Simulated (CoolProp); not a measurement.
Vapour-liquid equilibrium of ethane (1) + n-perfluorobutane (2) at -44.85 °C; x and y are mole fractions of (1).

Computed with CoolProp (multi-fluid Helmholtz-energy mixture model, Bücker 2006 and Gao 2022; pair parameters Bell 2016).

| x | bubble pressure, mixture model (kPa) | bubble pressure, Raoult's law (kPa) | y, mixture model | y, Raoult's law |
|---|---|---|---|---|
| 0.05 | 86.58 | 44.47 | 0.863 | 0.743 |
| 0.15 | 227.8 | 109.4 | 0.949 | 0.907 |
| 0.25 | 338.0 | 174.2 | 0.967 | 0.948 |
| 0.35 | 411.2 | 239.1 | 0.974 | 0.967 |
| 0.45 | 455.6 | 304.0 | 0.977 | 0.978 |
| 0.55 | 484.2 | 368.9 | 0.979 | 0.985 |
| 0.65 | 508.4 | 433.8 | 0.981 | 0.990 |
| 0.75 | 536.8 | 498.7 | 0.984 | 0.994 |
| 0.85 | 575.4 | 563.6 | 0.988 | 0.997 |
| 0.95 | 628.3 | 628.5 | 0.995 | 0.999 |

The largest gap from Raoult's law is +108.2 % in bubble pressure, at x = 0.15. No azeotrope shows between x = 0.05 and 0.95.

Pair parameters are fitted to limited data, so mixtures are less certain than the pure fluids. With so large a gap from Raoult's law the liquid may split in two, which this calculation doesn't test in full.
